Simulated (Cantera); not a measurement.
An isothermal, constant-pressure homogeneous reactor starts with C2H6 : N2 = 1 : 20 (molar parts), at 1825 K and 1.00 bar. Integrator tolerance rtol = 1e-08.

Model: GRI-Mech 3.0 (53 species, 325 reactions), integrated in Cantera. GRI-Mech 3.0 stops at C3 and has no aromatics, soot or wall deposition, so with more carbon than oxygen in the feed, carbon stays in small species such as C2H2 where larger ones or solid carbon would form.

Problem. What does this change do: C2H6 1 to 0.47 parts?

Solution. 
```tsv
quantity	before	after
x(C2H6) at 10.0 s	7.15e-9 (gas-phase equilibrium 2.01e-9)	8.93e-10 (gas-phase equilibrium 1.59e-10)
x(C2H2) at 10.0 s	0.0432 (gas-phase equilibrium 0.0120)	0.0219 (gas-phase equilibrium 0.00371)
x(C2H4) at 10.0 s	7.32e-5 (gas-phase equilibrium 2.04e-5)	1.87e-5 (gas-phase equilibrium 3.19e-6)
x(CH2) at 10.0 s	1.33e-8 (gas-phase equilibrium 7.04e-9)	6.56e-9 (gas-phase equilibrium 2.78e-9)
x(H2) at 10.0 s	0.0864 (gas-phase equilibrium 0.0867)	0.0437 (gas-phase equilibrium 0.0438)
x(C2H) at 10.0 s	6.33e-7 (gas-phase equilibrium 1.76e-7)	4.50e-7 (gas-phase equilibrium 7.64e-8)
```

Problem. What does this change do: temperature 1825 to 1450 K?

Solution. 
| quantity | before | after |
|---|---|---|
| x(C2H6) at 10.0 s | 7.15e-9 (gas-phase equilibrium 2.01e-9) | 1.66e-6 (gas-phase equilibrium 5.79e-7) |
| x(C2H2) at 10.0 s | 0.0432 (gas-phase equilibrium 0.0120) | 0.0388 (gas-phase equilibrium 0.0147) |
| x(C2H4) at 10.0 s | 7.32e-5 (gas-phase equilibrium 2.04e-5) | 0.00138 (gas-phase equilibrium 0.000560) |
| x(CH2) at 10.0 s | 1.33e-8 (gas-phase equilibrium 7.04e-9) | 1.29e-10 (gas-phase equilibrium 7.21e-11) |
| x(H2) at 10.0 s | 0.0864 (gas-phase equilibrium 0.0867) | 0.0753 (gas-phase equilibrium 0.0806) |
| x(C2H) at 10.0 s | 6.33e-7 (gas-phase equilibrium 1.76e-7) | 1.78e-9 (gas-phase equilibrium 6.73e-10) |
